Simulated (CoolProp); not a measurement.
Saturation properties of C2F6 (R116) (Tc = 19.9 °C, pc = 3.048 MPa, ω = 0.257).

Values from CoolProp's reference Helmholtz-energy equation of state, Lemmon 2006. It is a short technical equation, of lower accuracy than the large ones.

```
T (°C)  p (MPa)  vapour viscosity (µPa s)  liquid conductivity (mW/(m K))
------  -------  ------------------------  ------------------------------
-39.35   0.5531                      10.9                            60.8
-35.85   0.6258                      11.1                             [?]
-32.35   0.7053                      11.2                            58.0
-28.85   0.7921                      11.4                             [?]
-25.35   0.8867                      11.7                             [?]
-21.85   0.9893                      11.9                            53.7
-18.45    1.097                      12.1                            52.3
-14.95    1.217                      12.4                            50.9
-11.45    1.347                       [?]                            49.4
-7.95     1.486                      13.1                            47.9
-4.45     1.637                       [?]                            46.3
-0.95     1.798                      14.1                            44.8
2.55      1.972                       [?]                            43.2
```

Problem. Some entries are withheld; supply them.

Solution. 
- -35.85, liquid conductivity (mW/(m K)): 59.4
- -28.85, liquid conductivity (mW/(m K)): 56.6
- -25.35, liquid conductivity (mW/(m K)): 55.2
- -11.45, vapour viscosity (µPa s): 12.7
- -4.45, vapour viscosity (µPa s): 13.6
- 2.55, vapour viscosity (µPa s): 14.8

It boils at -78.1 °C under 1 atm.

Viscosity comes from a separate model (Huber 2003), an estimate that may be off by 10 % or more. Thermal conductivity comes from a separate model (Huber 2003), an estimate that may be off by 10 % or more.
